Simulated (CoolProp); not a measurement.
2000 sccm (0 °C, 1 atm) of nitrogen bubbles through liquid octamethyltrisiloxane (MDM) at 289.9 K and leaves saturated at a total pressure of 0.00589 MPa (ideal gas phase). Each further row changes one setting.

Values from CoolProp's reference Helmholtz-energy equation of state, Thol 2017.

| case | vapour pressure (kPa) | mole fraction of vapour | delivery (mg/min) | delivery (sccm) | change of delivery for a bath 1 K warmer (%) |
|---|---|---|---|---|---|
| as stated | 0.285 | 0.0484 | 1070 | 102 | 7.6 |
| bath temperature 294.9 K | 0.402 | 0.0683 | 1550 | 147 | 7.5 |
| total pressure 0.0118 MPa | 0.285 | 0.0242 | 523 | 49.5 | 7.4 |
